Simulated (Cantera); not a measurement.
Charge: 1 mol Si, 0.66 mol N2O, 220 mol H2, equilibrated at 0.0495 Torr.

Cantera equilibrium calculation (NASA polynomials, part measured and part estimated; ideal gas, pure solids and liquids). Candidate condensed phases: H2O, Si, SiO2, Si2N2O, Si3N4; 35 gas species. Kinetics and transport are ignored. All values below are at 1525 °C.

Base state: H2 0.950, H 0.0423, SiO 0.00291, N2 0.00291, Si 0.00149, SiH 1.35e-5 (mole fractions); condensed: gas only.

What changes in the equilibrium state with this change: pressure from 0.0495 Torr to 750 Torr?


```csv
species,before,after
H2,0.950,0.996
N2,0.00291,0.00165
SiO,0.00291,0.00164
H,0.0423,0.000351
Si,0.00149,3.08e-6
SiH2,8.92e-7,2.94e-5
SiH,1.35e-5,3.53e-6
"Si(l), mol",0,0.0358
"Si2N2O(s), mol",0,0.296
```
Mutual solubility and eutectic melting of coexisting phases are not modelled. Gases not in the tables: Si2H6 and higher silanes.

What changes in the equilibrium state with this change: N2O from 0.66 to 0.93 mol?


```
species   before     after
-------  -------  --------
H2         0.950     0.949
H         0.0423    0.0422
N2       0.00291   0.00410
SiO      0.00291   0.00410
Si       0.00149  0.000306
SiH      1.35e-5   2.78e-6
```
